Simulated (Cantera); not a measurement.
An isothermal, constant-pressure homogeneous reactor starts with CO : O₂ : H₂O : N₂ = 0.0024 : 0.0027 : 0.056 : 1 (molar parts), at 900 K and 35000 Pa. Integrator tolerance rtol = 1e-08.

Computed with Cantera and GRI-Mech 3.0 (53 species, 325 reactions).

Task: What does this change do: O2 0.0027 to 0.0013 parts?

Result: 
```json
[
 {"quantity": "x(CO) at 2.00 s", "before": "0.00119 (gas-phase equilibrium <1e-12)", "after": "0.000429 (gas-phase equilibrium <1e-12)"},
 {"quantity": "x(O₂) at 2.00 s", "before": "0.00206 (gas-phase equilibrium 0.00141)", "after": "0.000389 (gas-phase equilibrium 9.44e-5)"},
 {"quantity": "x(H₂O) at 2.00 s", "before": "0.0527 (gas-phase equilibrium 0.0528)", "after": "0.0527 (gas-phase equilibrium 0.0529)"},
 {"quantity": "x(OH) at 2.00 s", "before": "5.99e-7 (gas-phase equilibrium 3.56e-9)", "after": "1.58e-6 (gas-phase equilibrium 1.81e-9)"},
 {"quantity": "x(NO) at 2.00 s", "before": "4.95e-11 (gas-phase equilibrium 8.33e-7)", "after": "4.65e-10 (gas-phase equilibrium 2.15e-7)"},
 {"quantity": "x(NO₂) at 2.00 s", "before": "1.12e-12 (gas-phase equilibrium 4.71e-9)", "after": "<1e-12 (gas-phase equilibrium 3.14e-10)"},
 {"quantity": "x(O) at 2.00 s", "before": "4.28e-7 (gas-phase equilibrium <1e-12)", "after": "4.48e-7 (gas-phase equilibrium <1e-12)"}
]
```

Task: What does this change do: pressure from 35000 Pa to 11000 Pa?

Result: 
| quantity | before | after |
|---|---|---|
| x(CO) at 2.00 s | 0.00119 (gas-phase equilibrium <1e-12) | 6.51e-5 (gas-phase equilibrium <1e-12) |
| x(O₂) at 2.00 s | 0.00206 (gas-phase equilibrium 0.00141) | 0.00146 (gas-phase equilibrium 0.00141) |
| x(H₂O) at 2.00 s | 0.0527 (gas-phase equilibrium 0.0528) | 0.0528 (gas-phase equilibrium 0.0528) |
| x(OH) at 2.00 s | 5.99e-7 (gas-phase equilibrium 3.56e-9) | 4.25e-6 (gas-phase equilibrium 4.76e-9) |
| x(NO) at 2.00 s | 4.95e-11 (gas-phase equilibrium 8.33e-7) | 1.80e-9 (gas-phase equilibrium 8.33e-7) |
| x(NO₂) at 2.00 s | 1.12e-12 (gas-phase equilibrium 4.71e-9) | 3.03e-12 (gas-phase equilibrium 2.64e-9) |
| x(O) at 2.00 s | 4.28e-7 (gas-phase equilibrium <1e-12) | 8.22e-7 (gas-phase equilibrium <1e-12) |
